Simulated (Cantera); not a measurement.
A perfectly stirred reactor is fed with CH₄ : N₂ = 1 : 8.6 (molar parts), at 53.3 Torr; it is held at 1775 K, and followed from long to short residence time.

Cantera simulation using GRI-Mech 3.0 (53 species, 325 reactions); the numbers are that mechanism's predictions, not measurements. GRI-Mech 3.0 stops at C3 and has no aromatics, soot or wall deposition, so with more carbon than oxygen in the feed, carbon stays in small species such as C2H2 where larger ones or solid carbon would form.

What does this change do: temperature 1775 to 1350 K?


```
quantity                  before     after
----------------------  --------  --------
x(CH₄) at τ = 3.50 s     0.00387     0.102
x(HCN) at τ = 3.50 s     8.73e-5  2.95e-12
x(H) at τ = 3.50 s      0.000330   5.60e-8
x(C₂H₂) at τ = 3.50 s     0.0453  0.000615
x(H₂) at τ = 3.50 s        0.136   0.00270
x(CH₄) at τ = 23.0 ms     0.0573     0.104
x(HCN) at τ = 23.0 ms    6.94e-7    <1e-12
x(H) at τ = 23.0 ms      9.41e-5   1.06e-9
x(C₂H₂) at τ = 23.0 ms    0.0185  2.46e-10
x(H₂) at τ = 23.0 ms      0.0603   2.18e-6
```
